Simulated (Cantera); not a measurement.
A closed system holds: 1 mol B2H6, 11 mol NH3, 3.6 mol N2, equilibrated at 2325 K and 68.0 Pa.

Equilibrium computed with Cantera from the NASA thermochemical tables; the gas is ideal and each condensed phase is pure. Candidate condensed phases: B, BN; 15 gas species. The feed counts by its element totals alone. The tables' values for BH2 are old estimates; treat these amounts as uncertain. The numbers say what is thermodynamically allowed, not how fast it happens.

Base state: H2 0.433, H 0.278, N2 0.267, B 0.0203, BH2 0.00100, BH 0.000286, BN 0.000144 (mole fractions); condensed: B(s).

**Question.** What changes in the equilibrium state with this change: B2H6 replaced by B2O3?

**Answer.** 
```csv
species,before,after
H2,0.433,0.374
N2,0.267,0.290
H,0.278,0.258
BO,0,0.0399
H2O,0,0.0132
HBO2,0,0.0127
B,0.0203,1.46e-7
HBO,0,0.00526
B2O3,0,0.00198
BO2,0,0.00175
OH,0,0.00152
O,0,0.000710
"B(s), mol",1.26,0
```
Further candidate phases: B2O3, B3O3H3, H2O.

**Question.** What changes in the equilibrium state with this change: B2H6 replaced by BF3?

**Answer.** 
| species | before | after |
|---|---|---|
| H2 | 0.433 | 0.364 |
| N2 | 0.267 | 0.288 |
| H | 0.278 | 0.255 |
| HF | 0 | 0.0612 |
| BF | 0 | 0.0296 |
| B | 0.0203 | 2.27e-5 |
| BF2 | 0 | 0.00198 |
| F | 0 | 5.48e-5 |
| BF3 | 0 | 5.19e-5 |
| BH2 | 0.00100 | 9.42e-7 |
| B(s), mol | 1.26 | 0 |
The tables' values for BF2 are old estimates; treat these amounts as uncertain.
